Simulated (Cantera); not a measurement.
Source: NASA polynomial tables (part measured, part estimated), evaluated in Cantera. Values are per mole of reaction as written; species without (g) are pure solids or liquids, kept so even where they would boil at 1 bar.

2 NO₂(g) + 3 Ti₄O₇ → 12 TiO₂ + N₂O(g)

```
T (K)  ΔH° (kJ)  ΔS° (J/K)  ΔG° (kJ)  log10 K        condensed phases
-----  --------  ---------  --------  -------  ----------------------
1775    -1160.8     -298.7    -630.6    18.56  Ti₄O₇(s), TiO₂(rutile)
1850        ___        ___       ___      ___  Ti₄O₇(s), TiO₂(rutile)
1925        ___        ___       ___      ___  Ti₄O₇(s), TiO₂(rutile)
2000    -1859.5     -657.2    -545.2    14.24  Ti₄O₇(l), TiO₂(rutile)
2075        ___        ___       ___      ___  Ti₄O₇(l), TiO₂(rutile)
2150    -1082.8     -292.9    -453.0    11.01       Ti₄O₇(l), TiO₂(l)
```

### Question
What belongs in the gaps?

### Answer

- 1850, ΔH° (kJ): -1165.1
- 1850, ΔS° (J/K): -301.0
- 1850, ΔG° (kJ): -608.2
- 1850, log10 K: 17.17
- 1925, ΔH° (kJ): -1169.5
- 1925, ΔS° (J/K): -303.4
- 1925, ΔG° (kJ): -585.5
- 1925, log10 K: 15.89
- 2075, ΔH° (kJ): -1875.5
- 2075, ΔS° (J/K): -665.0
- 2075, ΔG° (kJ): -495.6
- 2075, log10 K: 12.48
